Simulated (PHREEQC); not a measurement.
Synthetic water in mmol/kgw, 55 °C, pH 7.82: Na 127; K 4.51; Ca 0.112; Mg 13.3; Cl 149; S(6) 3.39; Alkalinity (meq/kgw) 1.9; Li 3.87; Sr 0.123.

Valence states are taken as typed.

Equilibrium calculation in PHREEQC: ion-association model, phreeqc.dat.

Precipitation was switched off in this run.

**Question.** Estimate the specific conductance.

**Answer.** specific conductance 27200 µS/cm.

**Question.** In which forms is Ca present?

**Answer.** Ca+2 95 %, CaSO4 3.5 %, CaHCO3+ 0.8 %, CaCO3 0.6 % of the Ca.

Constants without temperature data keep their 25 °C values here.
